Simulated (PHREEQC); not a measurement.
PHREEQC input (ion-association model, phreeqc.dat):

```
SOLUTION 0
  temp 40
  units mmol/kgw
  pH 7 charge
  Cl 1.71
  Na 1.7
  Br 4.3
  K 4.3
  O(0) 1 O2(g) -0.68
SOLUTION 1-30
  temp 40
  units mmol/kgw
  pH 7 charge
  Br 80
  K 80
  Cl 90.01
  Li 90
  O(0) 1 O2(g) -0.68
END
EXCHANGE 1-30
  X 0.0089
  -equilibrate 1
END
SELECTED_OUTPUT 1
  -reset false
  -pH true
  -pe true
  -ionic_strength true
  -water true
  -step true
  -totals Br Cl K Li Na
  -molalities LiX NaX KX
  -saturation_indices Halite Sylvite
PRINT
  -reset false
TRANSPORT
  -cells 30
  -shifts 150
  -lengths 0.00666667
  -time_step 720
  -dispersivities 0.01
  -boundary_conditions flux flux
  -correct_disp true
  -punch_cells 30
  -punch_frequency 5
END
```

Selected output (columns that matter, 12 of 31 rows; pore volumes added in front):

```
pore volumes	pH	mu	Br	Cl	K	Li	Na	m_NaX	m_KX	si_Halite	si_Sylvite
0	5.0968	0.17001	0.08	0.09001	0.08	0.09	0	0	0.0073649	-1000	-3.3993
0.5167	5.0963	0.16633	0.078301	0.088028	0.078292	0.087996	3.0498e-05	6.2208e-07	0.0073655	-7.4174	-3.4163
0.85	5.0875	0.11128	0.052892	0.05839	0.05275	0.058042	0.00048152	1.4607e-05	0.0073807	-6.3669	-3.7301
1.35	5.0581	0.027646	0.014287	0.013359	0.013753	0.012898	0.00098498	0.0001162	0.0074835	-6.6034	-4.852
1.85	5.038	0.0086157	0.0055028	0.0031129	0.0049067	0.002552	0.001147	0.00039325	0.007759	-7.1149	-5.8748
2.35	5.0334	0.0062635	0.004417	0.0018465	0.0041319	0.00063358	0.001488	0.00062801	0.0080435	-7.2173	-6.1645
2.6833	5.033	0.0060606	0.0043234	0.0017373	0.0041941	0.00023607	0.0016205	0.00068138	0.0081338	-7.2056	-6.1834
3.1833	5.0329	0.0060143	0.004302	0.0017123	0.0042695	4.8535e-05	0.0016863	0.00070067	0.0081821	-7.1943	-6.1817
3.6833	5.0329	0.0060104	0.0043002	0.0017102	0.0042927	9.3286e-06	0.0016983	0.00070283	0.0081939	-7.1918	-6.1798
4.1833	5.0329	0.00601	0.0043	0.00171	0.0042984	1.7312e-06	0.0016999	0.00070281	0.0081966	-7.1914	-6.1793
4.5167	5.0329	0.00601	0.0043	0.00171	0.0042994	5.5674e-07	0.0017	0.00070273	0.0081971	-7.1914	-6.1792
5.0167	5.0329	0.00601	0.0043	0.00171	0.0042999	1.0041e-07	0.0017	0.00070267	0.0081973	-7.1914	-6.1791
```

Constants without temperature data keep their 25 °C values here.
